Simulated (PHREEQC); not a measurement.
A solution holds 0.12 mol/kgw HF, 0.0044 mol/kgw (NH4)2SiF6, 0.0023 mol/kgw HBF4 and 0.0081 mol/kgw HCl, at 28 °C. Closed to the air; pH follows from the charge balance.

Model: ion-association model, phreeqc.dat, run in PHREEQC.

This is a speciation only: nothing precipitates in the calculation.

Question: Order these F species by the share of F that they hold, largest first: F-, BF4-, SiF6-2, HF2-, HF.

Answer: HF (71 %), SiF6-2 (17 %), BF4- (5.9 %), F- (3.4 %), HF2- (2.9 %)

The pH is 1.80 and the ionic strength 0.0312 mol/kgw. SiF6-2 is the database's only silicon fluoride. Real BF4- forms and hydrolyses slowly; the run takes it at equilibrium.
